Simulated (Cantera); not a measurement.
Input: 1 mol SiCl4, 1.9 mol HCl, 0.59 mol H2, at 1098.15 K and 0.190 bar.

Method: chemical equilibrium by Gibbs-energy minimisation in Cantera with the NASA 1993 tables (ideal gas, pure condensed phases). Candidate condensed phases: Si; 19 gas species. The tables' values for SiCl3 are old estimates; treat these amounts as uncertain. The numbers say what is thermodynamically allowed, not how fast it happens.

Base state: HCl 0.546, SiCl4 0.285, H2 0.168, SiHCl3 0.00127, SiCl3 0.000391 (mole fractions); condensed: gas only.

What changes in the equilibrium state with this change: H2 from 0.59 to 0.32 mol?


```json
[
 {"species": "HCl", "before": "0.546", "after": "0.591"},
 {"species": "SiCl4", "before": "0.285", "after": "0.309"},
 {"species": "H2", "before": "0.168", "after": "0.0985"},
 {"species": "SiHCl3", "before": "0.00127", "after": "0.000751"},
 {"species": "SiCl3", "before": "0.000391", "after": "0.000301"}
]
```

What changes in the equilibrium state with this change: HCl from 1.9 to 4.3 mol?


| species | before | after |
|---|---|---|
| HCl | 0.546 | 0.730 |
| SiCl4 | 0.285 | 0.169 |
| H2 | 0.168 | 0.0998 |
| SiHCl3 | 0.00127 | 0.000337 |
| SiCl3 | 0.000391 | 0.000134 |

What changes in the equilibrium state with this change: temperature from 1098.15 K to 573.15 K?


```
species    before    after
-------  --------  -------
HCl         0.546    0.544
SiCl4       0.285    0.287
H2          0.168    0.169
SiCl3    0.000391    <1e-9
SiHCl3    0.00127  1.26e-6
```
